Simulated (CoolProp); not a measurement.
Water along the isotherm 728.9 K: density (kg/m³) from the reference equation and from simpler models built on Tc = 647.1 K, pc = 22.06 MPa, ω = 0.344; each cubic takes its own stable root.

Computed with CoolProp (reference Helmholtz-energy equation of state, Wagner 2002).

```
p (MPa)          phase  reference
-------  -------------  ---------
7.14               gas      22.88
14.3               gas      50.29
21.4               gas      84.52
28.6     supercritical      131.5
35.7     supercritical      198.7
42.9     supercritical      292.2
50       supercritical      379.9
57.1     supercritical      442.6
64.3     supercritical      487.1
71.4     supercritical      520.3
78.6     supercritical      547.1
85.7     supercritical      569.1
92.9     supercritical      588.1
100      supercritical      604.5
```

### Question
How far does each simpler model (ideal gas, van der Waals, Soave-Redlich-Kwong) lie from the reference over these 14 states: mean and median of the absolute difference, and the worst?

### Answer
- ideal gas: mean 46.0 %, median 54.1 %, worst -61.7 % at 728.9 K and 57.1 MPa
- van der Waals: mean 21.6 %, median 25.6 %, worst -38.7 % at 728.9 K and 100 MPa
- Soave-Redlich-Kwong: mean 19.7 %, median 28.2 %, worst -30.5 % at 728.9 K and 71.4 MPa
